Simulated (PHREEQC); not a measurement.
## Copper plating or etch bath: speciation

Consider water at 25 °C with 7.8 mmol/kgw CuCl2 and 110 mmol/kgw KCl. Closed to the air; pH follows from the charge balance.

All values are PHREEQC results (ion-association model, wateq4f.dat), not measurements.

This is a speciation only: nothing precipitates in the calculation.

### Question
Estimate the pH.

### Answer
pH 4.92.

### Question
In which forms is Cu present?

### Answer
Cu+2 89 %, CuCl+ 11 % of the Cu.

Saturation is exceeded, for instance for Atacamite; the values hold only as long as no solid forms.
